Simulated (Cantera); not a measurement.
**Premixed flame**

A freely propagating, adiabatic, planar premixed flame of H2 : O2 : N2 = 1 : 0.658 : 3.16 (molar parts), unburnt at 598 K and 1.00 bar; mixture-averaged transport, grid criteria slope 0.08 and curve 0.16, no radiation.

Model: the H2/O2 subset of GRI-Mech 3.0, which has no nitrogen chemistry, integrated in Cantera. Burning velocities carry a grid error of a few per cent, more on coarse grids.

```json
[
 {"z (mm)": "-1.44", "T (K)": "598", "u (m/s)": "4.36", "x H2": "0.208", "x O2": "0.137", "x H": "<1e-8", "x H2O2": "<1e-8", "x O": "<1e-8", "x H2O": "<1e-8"},
 {"z (mm)": "-0.959", "T (K)": "598", "u (m/s)": "4.36", "x H2": "0.208", "x O2": "0.137", "x H": "<1e-8", "x H2O2": "<1e-8", "x O": "<1e-8", "x H2O": "<1e-8"},
 {"z (mm)": "-0.719", "T (K)": "598", "u (m/s)": "4.36", "x H2": "0.208", "x O2": "0.137", "x H": "<1e-8", "x H2O2": "<1e-8", "x O": "<1e-8", "x H2O": "1.69e-8"},
 {"z (mm)": "-0.479", "T (K)": "598", "u (m/s)": "4.35", "x H2": "0.207", "x O2": "0.137", "x H": "3.20e-8", "x H2O2": "<1e-8", "x O": "<1e-8", "x H2O": "1.56e-6"},
 {"z (mm)": "-0.240", "T (K)": "626", "u (m/s)": "4.51", "x H2": "0.197", "x O2": "0.137", "x H": "0.000144", "x H2O2": "7.86e-6", "x O": "1.17e-5", "x H2O": "0.00171"},
 {"z (mm)": "-0.120", "T (K)": "832", "u (m/s)": "5.85", "x H2": "0.161", "x O2": "0.131", "x H": "0.00375", "x H2O2": "1.54e-5", "x O": "0.000339", "x H2O": "0.0226"},
 {"z (mm)": "0", "T (K)": "1196", "u (m/s)": "8.19", "x H2": "0.0885", "x O2": "0.0999", "x H": "0.0184", "x H2O2": "5.94e-6", "x O": "0.00401", "x H2O": "0.0910"},
 {"z (mm)": "0.120", "T (K)": "1461", "u (m/s)": "9.92", "x H2": "0.0351", "x O2": "0.0614", "x H": "0.0268", "x H2O2": "3.63e-6", "x O": "0.00895", "x H2O": "0.158"},
 {"z (mm)": "0.240", "T (K)": "1600", "u (m/s)": "10.8", "x H2": "0.0212", "x O2": "0.0485", "x H": "0.0237", "x H2O2": "2.13e-6", "x O": "0.00988", "x H2O": "0.180"},
 {"z (mm)": "0.479", "T (K)": "1741", "u (m/s)": "11.7", "x H2": "0.0167", "x O2": "0.0435", "x H": "0.0160", "x H2O2": "1.10e-6", "x O": "0.00829", "x H2O": "0.192"},
 {"z (mm)": "0.959", "T (K)": "1870", "u (m/s)": "12.4", "x H2": "0.0129", "x O2": "0.0407", "x H": "0.00892", "x H2O2": "5.95e-7", "x O": "0.00581", "x H2O": "0.202"},
 {"z (mm)": "1.92", "T (K)": "1976", "u (m/s)": "13.0", "x H2": "0.00844", "x O2": "0.0385", "x H": "0.00404", "x H2O2": "3.57e-7", "x O": "0.00348", "x H2O": "0.212"},
 {"z (mm)": "3.84", "T (K)": "2048", "u (m/s)": "13.4", "x H2": "0.00459", "x O2": "0.0374", "x H": "0.00146", "x H2O2": "2.30e-7", "x O": "0.00179", "x H2O": "0.219"}
]
```
x: mole fraction of selected species; z is measured from the peak of heat release.

```
Property                     Value
------------------------  --------
laminar burning velocity  436 cm/s
thermal thickness         0.479 mm
peak x(H)                   0.0268
peak x(H2O2)               1.66e-5
peak x(O)                  0.00991
grid points                    125
```
